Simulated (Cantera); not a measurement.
An adiabatic, constant-volume homogeneous reactor starts with CH4 : O2 : N2 = 1 : 4 : 15 (molar parts), equivalence ratio 0.50, at 1075 K and 0.360 bar. Integrator tolerance rtol = 1e-08.

Detailed kinetics in Cantera: GRI-Mech 3.0 (53 species, 325 reactions).

Q: What does this change do: constant pressure in place of constant volume?

A: 
```csv
quantity,before,after
time of steepest temperature rise,0.529 s,0.541 s
temperature at 10.0 s,2315 K,2098 K
equilibrium temperature,2315 K,2098 K
x(CH4) at 10.0 s,<1e-12 (gas-phase equilibrium <1e-12),<1e-12 (gas-phase equilibrium <1e-12)
x(O2) at 10.0 s,0.0933 (gas-phase equilibrium 0.0933),0.0959 (gas-phase equilibrium 0.0959)
x(NO2) at 10.0 s,6.77e-6 (gas-phase equilibrium 6.77e-6),3.90e-6 (gas-phase equilibrium 3.90e-6)
x(C2H2) at 10.0 s,<1e-12 (gas-phase equilibrium <1e-12),<1e-12 (gas-phase equilibrium <1e-12)
x(HCO) at 10.0 s,1.14e-10 (gas-phase equilibrium 1.14e-10),7.17e-12 (gas-phase equilibrium 7.17e-12)
x(C2H) at 10.0 s,<1e-12 (gas-phase equilibrium <1e-12),<1e-12 (gas-phase equilibrium <1e-12)
```
